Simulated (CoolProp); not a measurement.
c-C4F8 (RC318) along the isobar 31.7 bar: density (kg/m³) from the reference equation and from simpler models built on Tc = 115.2 °C, pc = 27.78 bar, ω = 0.355; each cubic takes its own stable root.

Computed with CoolProp (reference Helmholtz-energy equation of state, Platzer 1990). This equation is an older, rougher fit; its heat capacities, sound speeds and derivatives of the liquid may be far off and weren't checked against measurements.

```tsv
T (°C)	phase	reference	van der Waals	Redlich-Kwong	Soave-Redlich-Kwong	Peng-Robinson
94.45	liquid	1173	766.3	988.0	1033	1161
106.45	liquid	1066	708.7	880.6	907.4	1013
118.55	supercritical	844.7	623.5	712.4	690.9	(withheld)
130.55	supercritical	378.8	(withheld)	401.7	365.6	(withheld)
142.55	supercritical	302.8	324.8	319.5	297.1	312.3
154.65	supercritical	265.5	283.9	279.9	(withheld)	273.6
166.65	supercritical	241.3	258.0	254.2	237.9	(withheld)
178.65	supercritical	223.4	239.0	235.1	(withheld)	229.0
190.75	supercritical	209.2	223.7	219.8	(withheld)	213.8
202.75	supercritical	197.6	211.3	207.4	194.7	201.5
214.85	supercritical	187.7	200.6	196.8	184.8	191.0
226.85	supercritical	179.2	191.4	187.7	176.4	182.0
```

**Question.** Some entries are withheld; supply them.

**Answer.** 
- 118.55, Peng-Robinson: 755.2
- 130.55, van der Waals: 426.6
- 130.55, Peng-Robinson: 387.3
- 154.65, Soave-Redlich-Kwong: 261.5
- 166.65, Peng-Robinson: 248.0
- 178.65, Soave-Redlich-Kwong: 220.3
- 190.75, Soave-Redlich-Kwong: 206.2
